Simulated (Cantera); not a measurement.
A closed system holds: 1 mol BF3, 0.34 mol N2, 130 mol H2, at 1423.15 K and 75.0 Torr.

Cantera equilibrium calculation (NASA polynomials, part measured and part estimated; ideal gas, pure solids and liquids). Candidate condensed phases: B, BN; 31 gas species. N2 is the only nitrogen source here; it is nearly inert below about 1500 K, so the nitride shown seldom forms there in practice. The tables' values for BF2 are old estimates; treat these amounts as uncertain. Kinetics and transport are ignored.

Base state: H2 0.987, HF 0.00563, BF3 0.00542, N2 0.00173, BHF2 0.000428, BF2 5.00e-5, H 2.09e-5 (mole fractions); condensed: BN(s).

### Question
What changes in the equilibrium state with this change: N2 from 0.34 to 6.7 mol?

### Answer
```
species       before     after
----------  --------  --------
H2             0.987     0.940
N2           0.00173    0.0472
HF           0.00563   0.00875
BF3          0.00542   0.00419
BHF2        0.000428  0.000203
BF2          5.00e-5   2.43e-5
H            2.09e-5   2.04e-5
BN(s), mol     0.225     0.391
```

### Question
What changes in the equilibrium state with this change: N2 from 0.34 to 2.3 mol?

### Answer
| species | before | after |
|---|---|---|
| H2 | 0.987 | 0.971 |
| N2 | 0.00173 | 0.0160 |
| HF | 0.00563 | 0.00773 |
| BF3 | 0.00542 | 0.00472 |
| BHF2 | 0.000428 | 0.000268 |
| BF2 | 5.00e-5 | 3.15e-5 |
| H | 2.09e-5 | 2.07e-5 |
| BN(s), mol | 0.225 | 0.330 |
